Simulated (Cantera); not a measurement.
An isothermal, constant-pressure homogeneous reactor starts with 2.50 % C2H6, 97.5 % N2, at 1473 K and 0.0133 bar.

Cantera simulation using GRI-Mech 3.0 (53 species, 325 reactions); the numbers are that mechanism's predictions, not measurements. GRI-Mech 3.0 stops at C3 and has no aromatics, soot or wall deposition, so with more carbon than oxygen in the feed, carbon stays in small species such as C2H2 where larger ones or solid carbon would form. Radical loss at walls, strong at low pressure, is not modelled.

x: mole fraction; the columns are a selection and need not sum to one.

| t (s) | x C2H6 | x CH2 | x H | x CH4 | x H2 | x C2H |
|---|---|---|---|---|---|---|
| 2.00e-6 | 0.0250 | <1e-12 | 1.11e-9 | 5.32e-10 | 2.79e-11 | <1e-12 |
| 5.64e-6 | 0.0250 | <1e-12 | 3.14e-9 | 4.23e-9 | 2.21e-10 | <1e-12 |
| 1.59e-5 | 0.0250 | 1.13e-11 | 9.95e-9 | 3.36e-8 | 1.85e-9 | <1e-12 |
| 4.48e-5 | 0.0250 | 2.60e-10 | 5.37e-8 | 2.66e-7 | 2.20e-8 | <1e-12 |
| 0.000126 | 0.0249 | … | 5.30e-7 | 2.10e-6 | 5.14e-7 | <1e-12 |
| 0.000356 | 0.0247 | … | 5.50e-6 | 1.64e-5 | 1.50e-5 | <1e-12 |
| 0.00100 | 0.0237 | … | 4.27e-5 | 0.000123 | 0.000366 | 1.77e-11 |
| 0.00283 | 0.0185 | … | 0.000123 | 0.000863 | 0.00376 | 4.75e-9 |
| 0.00797 | 0.00612 | … | 0.000220 | 0.00414 | 0.0149 | 5.43e-8 |
| 0.0225 | 0.000269 | … | 0.000169 | 0.00664 | 0.0275 | 1.04e-7 |
| 0.0634 | 1.75e-5 | … | 6.51e-5 | 0.00651 | 0.0337 | 5.01e-8 |
| 0.179 | 4.26e-6 | … | 3.20e-5 | 0.00634 | 0.0368 | 2.65e-8 |
| 0.503 | 1.57e-6 | … | 1.90e-5 | 0.00618 | 0.0383 | 1.62e-8 |
| 1.42 | 8.36e-7 | … | 1.39e-5 | 0.00599 | 0.0388 | 1.19e-8 |
| 4.00 | 6.49e-7 | … | 1.32e-5 | 0.00561 | 0.0394 | 1.12e-8 |

Complete the blanks.


- 0.000126, x CH2: 5.71e-9
- 0.000356, x CH2: 1.13e-7
- 0.00100, x CH2: 1.31e-6
- 0.00283, x CH2: 4.56e-6
- 0.00797, x CH2: 6.17e-6
- 0.0225, x CH2: 2.01e-6
- 0.0634, x CH2: 2.98e-7
- 0.179, x CH2: 6.83e-8
- 0.503, x CH2: 2.30e-8
- 1.42, x CH2: 1.18e-8
- 4.00, x CH2: 9.73e-9
